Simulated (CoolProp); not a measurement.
Vapour-liquid equilibrium of propane (1) + isobutene (2) at 285.5 K; x and y are mole fractions of (1).

The numbers come from the multi-fluid Helmholtz-energy mixture model, Lemmon 2009 and Lemmon 2005; pair parameters Bell 2016 in CoolProp.

Problem. Give the bubble pressure and the first vapour's composition at x = 0.05, 0.8, 0.95. Is there an azeotrope?

Solution. x = 0.05: 2.360 bar, y = 0.169; x = 0.8: 5.827 bar, y = 0.911; x = 0.95: 6.552 bar, y = 0.980. No azeotrope shows between x = 0.05 and 0.95.

Pair parameters are fitted to limited data, so mixtures are less certain than the pure fluids.
